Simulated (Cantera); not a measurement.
An isothermal, constant-pressure homogeneous reactor starts with N2O : N2 = 1 : 0.89 (molar parts), at 1200 K and 0.290 bar. Integrator tolerance rtol = 1e-08.

Model: GRI-Mech 3.0 (53 species, 325 reactions), integrated in Cantera. GRI-Mech 3.0 was tuned for natural gas; its chemistry of N2O as a main component is partial and can be far from experiment. The mechanism lacks the step 2 NO + O2 → 2 NO2, which can matter for NO2 below about 1400 K. The temperature is held fixed by assumption; the heat of reaction is taken as removed at once.

Q: What does this change do: pressure from 0.290 bar to 135 Torr?

A: 
```json
[
 {"quantity": "x(N2O) at 7.00 s", "before": "0.141 (gas-phase equilibrium 7.43e-9)", "after": "0.219 (gas-phase equilibrium 5.85e-9)"},
 {"quantity": "x(N2) at 7.00 s", "before": "0.690 (gas-phase equilibrium 0.791)", "after": "0.646 (gas-phase equilibrium 0.791)"},
 {"quantity": "x(NO2) at 7.00 s", "before": "0.000101 (gas-phase equilibrium 1.78e-6)", "after": "5.17e-5 (gas-phase equilibrium 1.40e-6)"},
 {"quantity": "x(O2) at 7.00 s", "before": "0.138 (gas-phase equilibrium 0.209)", "after": "0.110 (gas-phase equilibrium 0.209)"},
 {"quantity": "x(O) at 7.00 s", "before": "1.33e-6 (gas-phase equilibrium 2.14e-8)", "after": "1.62e-6 (gas-phase equilibrium 2.72e-8)"}
]
```

Q: What does this change do: temperature 1200 to 1175 K?

A: 
| quantity | before | after |
|---|---|---|
| x(N2O) at 7.00 s | 0.141 (gas-phase equilibrium 7.43e-9) | 0.224 (gas-phase equilibrium 6.21e-9) |
| x(N2) at 7.00 s | 0.690 (gas-phase equilibrium 0.791) | 0.644 (gas-phase equilibrium 0.791) |
| x(NO2) at 7.00 s | 0.000101 (gas-phase equilibrium 1.78e-6) | 7.58e-5 (gas-phase equilibrium 1.66e-6) |
| x(O2) at 7.00 s | 0.138 (gas-phase equilibrium 0.209) | 0.109 (gas-phase equilibrium 0.209) |
| x(O) at 7.00 s | 1.33e-6 (gas-phase equilibrium 2.14e-8) | 1.02e-6 (gas-phase equilibrium 1.25e-8) |

Q: What does this change do: temperature 1200 to 1248 K?

A: 
```json
[
 {"quantity": "x(N2O) at 7.00 s", "before": "0.141 (gas-phase equilibrium 7.43e-9)", "after": "0.0346 (gas-phase equilibrium 1.03e-8)"},
 {"quantity": "x(N2) at 7.00 s", "before": "0.690 (gas-phase equilibrium 0.791)", "after": "0.748 (gas-phase equilibrium 0.791)"},
 {"quantity": "x(NO2) at 7.00 s", "before": "0.000101 (gas-phase equilibrium 1.78e-6)", "after": "0.000139 (gas-phase equilibrium 2.03e-6)"},
 {"quantity": "x(O2) at 7.00 s", "before": "0.138 (gas-phase equilibrium 0.209)", "after": "0.173 (gas-phase equilibrium 0.209)"},
 {"quantity": "x(O) at 7.00 s", "before": "1.33e-6 (gas-phase equilibrium 2.14e-8)", "after": "1.44e-6 (gas-phase equilibrium 5.69e-8)"}
]
```
